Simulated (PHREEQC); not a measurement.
Consider water at 66 °C with 0.0016 mol/kgw CaCl2, 0.0093 mol/kgw Na2HPO4 and 8.9e-05 mol/kgw MgSO4. Closed to the air; pH follows from the charge balance.

The numbers come from PHREEQC with the ion-association model, phreeqc.dat.

| quantity | before | after |
|---|---|---|
| pH | 8.05 | 6.43 |
| ionic strength (mol/kgw) | 0.0270 | 0.00509 |
| Ca+2 (mol/kgw) | 0.000357 | 0.00159 |
| CaOH+ (mol/kgw) | 4.17e-9 | 5.58e-10 |

Which change was made?
A. Na2HPO4 left out
B. CaCl2 from 0.0016 to 0.0024 mol/kgw
C. diluted 100-fold with water
D. MgSO4 left out

A, Na2HPO4 left out

Precipitation was switched off in this run. Some of these states are supersaturated (in Hydroxyapatite, for instance). Constants without temperature data keep their 25 °C values here.
